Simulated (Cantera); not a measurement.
What does this Cantera script print?

```python
import numpy as np
import cantera as ct

gas = ct.Solution("gri30.yaml")


def delay(T, t_max=10):
    gas.TPX = T, 600000, {'CH4': 1, 'H2': 0.86, 'O2': 4.34, 'N2': 16.3}
    reactor = ct.IdealGasConstPressureReactor(gas, clone=False)
    net = ct.ReactorNet([reactor])
    net.rtol, net.atol = 1e-8, 1e-16
    while net.time < t_max:
        t_old, T_old = net.time, reactor.T
        net.step()
        if reactor.T > T + 400:  # ignition: a rise of 400 K
            return t_old + (T + 400 - T_old) / (reactor.T - T_old) * (net.time - t_old)
    return np.nan


taus = []
for T in [1275, 1325, 1375, 1425, 1475, 1525, 1575, 1625]:
    taus.append(delay(T))
    print(f"T0 = {T:6g} K   tau = {taus[-1]:.4e} s")
```

It prints:

```
T0 =   1275 K   tau = 1.3545e-04 s
T0 =   1325 K   tau = 8.9955e-05 s
T0 =   1375 K   tau = 6.2349e-05 s
T0 =   1425 K   tau = 4.4575e-05 s
T0 =   1475 K   tau = 3.2671e-05 s
T0 =   1525 K   tau = 2.4468e-05 s
T0 =   1575 K   tau = 1.8680e-05 s
T0 =   1625 K   tau = 1.4512e-05 s
```

Model: GRI-Mech 3.0 (53 species, 325 reactions), integrated in Cantera.
